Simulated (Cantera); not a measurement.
Feed: 1 mol SiH₄, 0.28 mol C₂H₄, 1.1 mol H₂, equilibrated at 2350 °C and 1.33 mbar.

Equilibrium computed with Cantera from the NASA thermochemical tables; the gas is ideal and each condensed phase is pure. Candidate condensed phases: C, C₆H₆, C₇H₈, C₈H₁₈, Si, SiC; 87 gas species. Kinetics and transport are ignored.

Base state: H 0.585, H₂ 0.257, Si 0.115, SiC₂ 0.0343, C₂H₂ (acetylene) 0.00375, C₃ 0.00172, Si₂C 0.000855, C₂H 0.000785 (mole fractions); condensed: gas only.

What changes in the equilibrium state with this change: temperature from 2350 °C to 852 °C?


```csv
species,before,after
H₂,0.257,1.000
H,0.585,1.22e-6
Si,0.115,<1e-9
SiC₂,0.0343,<1e-9
C₂H₂ (acetylene),0.00375,<1e-9
C₃,0.00172,<1e-9
Si₂C,0.000855,<1e-9
C₂H,0.000785,<1e-9
"Si(s), mol",0,0.440
"SiC(s), mol",0,0.560
```
Mutual solubility and eutectic melting of coexisting phases are not modelled.

What changes in the equilibrium state with this change: pressure from 1.33 mbar to 0.140 bar?


```
species        before     after
-----------  --------  --------
H₂              0.257     0.791
H               0.585     0.100
Si              0.115    0.0793
Si₂C         0.000855    0.0153
SiC₂           0.0343   0.00302
Si₃           1.08e-7  0.000394
C₃            0.00172   7.45e-7
C₂           0.000179   2.17e-7
C            0.000567   1.93e-6
SiC(s), mol         0     0.455
```
Gases not in the tables: Si₂H₆ and higher silanes.

What changes in the equilibrium state with this change: pressure from 1.33 mbar to 13.3 mbar?


| species | before | after |
|---|---|---|
| H₂ | 0.257 | 0.545 |
| H | 0.585 | 0.269 |
| Si | 0.115 | 0.125 |
| Si₂C | 0.000855 | 0.0103 |
| SiC₂ | 0.0343 | 0.0385 |
| Si₃ | 1.08e-7 | 1.41e-5 |
| SiH₂ | 5.38e-6 | 0.000124 |
| Si₂ | 4.89e-5 | 0.000582 |
| C | 0.000567 | 5.75e-5 |
Gases not in the tables: Si₂H₆ and higher silanes.
